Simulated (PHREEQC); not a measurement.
NaOH is added in steps, without added water, to 1 kg of water holding 0.0031 mol/kgw FeCl3, 1.8e-05 mol/kgw Na2SeO4, 0.21 mol/kgw NaHCO3 and 0.0063 mol/kgw Na2SO4, at 25 °C. O2 is buffered at 0.21 atm. CO2 from the air is kept out. Only these solids could form: Hematite, Jarosite-Na, Halite, Mirabilite, Nahcolite, Natron.

Base run: PHREEQC, ion-association model, wateq4f.dat. Each further column changes one thing. The table gives pH.

```
NaOH added (mol)   base  FeCl3 left out  Na2SeO4 from 1.8e-05 to 9e-06 mol/kgw  0.034 mol/kgw NaOH added  no solid may form
----------------  -----  --------------  -------------------------------------  ------------------------  -----------------
0                  7.45            7.90                                   7.45                       [?]               7.48
0.0375             8.80             [?]                                   8.80                      9.21               8.78
0.0875             9.35             [?]                                   9.35                      9.62               9.33
0.125              9.64             [?]                                   9.64                      9.93               9.62
0.1625             9.97             [?]                                   9.97                     10.43               9.94
0.2125            10.92           11.49                                  10.92                     12.25              10.78
0.25              12.30           12.42                                  12.30                     12.62              12.26
```

### Question
Some entries are withheld; supply them.

### Answer

- 0, 0.034 mol/kgw NaOH added: 8.74
- 0.0375, FeCl3 left out: 8.95
- 0.0875, FeCl3 left out: 9.43
- 0.125, FeCl3 left out: 9.73
- 0.1625, FeCl3 left out: 10.07

 In at least one series the solution becomes supersaturated in solids that the run did not let form, among them Hematite, Jarosite-Na. Solids allowed in the column 'FeCl3 left out': Mirabilite, Nahcolite, Natron.
